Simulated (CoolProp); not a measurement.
The fluid at 264.61 K and 0.0267 MPa is throttled through a valve to 0.0104 MPa with no heat exchange. The same conditions are run with several fluids, on thermodynamics alone (safety and materials aside).

Model: reference Helmholtz-energy equation of state of each fluid (n-butane: Bücker 2006; R143a: Lemmon and Jacobsen 2000; ethane: Bücker 2006; fluoroethane (R161): Wu 2012; R404A: Lemmon 2003), in CoolProp. Blends and air are pseudo-pure fits.

```csv
fluid,temperature change (K),final density (kg/m³)
n-butane,___,0.277
R143a,-0.5,___
ethane,-0.2,___
fluoroethane (R161),-0.5,0.228
R404A,-0.4,0.463
```

Task: Fill in the missing entries.

Result: 
- n-butane, temperature change (K): -0.6
- R143a, final density (kg/m³): 0.399
- ethane, final density (kg/m³): 0.142
